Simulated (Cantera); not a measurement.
Feed: 1 mol Si3N4, 0.019 mol H2O, 110 mol H2, 1.6 mol O2, at 1152 °C and 0.00488 Torr.

Equilibrium computed with Cantera from the NASA thermochemical tables; the gas is ideal and each condensed phase is pure. Candidate condensed phases: H2O, Si, SiO2, Si2N2O, Si3N4; 35 gas species. The tables hold silica as quartz up to 1696 K and as liquid above; real silica turns to tridymite and cristobalite and melts near 1996 K. Kinetics and transport are ignored.

Base state: H2 0.954, SiO 0.0252, N2 0.0174, H 0.00261, H2O 0.00101 (mole fractions); condensed: SiO2(β-quartz).

Q: What changes in the equilibrium state with this change: pressure from 0.00488 Torr to 100 Torr?

A: 
| species | before | after |
|---|---|---|
| H2 | 0.954 | 0.990 |
| N2 | 0.0174 | 0.00964 |
| H2O | 0.00101 | 7.01e-5 |
| SiO | 0.0252 | 1.84e-5 |
| H | 0.00261 | 1.86e-5 |
| SiO2(β-quartz), mol | 0.102 | 1.14 |
| Si2N2O(s), mol | 0 | 0.929 |
Mutual solubility and eutectic melting of coexisting phases are not modelled.

Q: What changes in the equilibrium state with this change: temperature from 1152 °C to 1175 °C?

A: 
```json
[
 {"species": "H2", "before": "0.954", "after": "0.951"},
 {"species": "SiO", "before": "0.0252", "after": "0.0260"},
 {"species": "N2", "before": "0.0174", "after": "0.0174"},
 {"species": "H", "before": "0.00261", "after": "0.00353"},
 {"species": "H2O", "before": "0.00101", "after": "0.00190"},
 {"species": "SiO2(β-quartz), mol", "before": "0.102", "after": "0"}
]
```
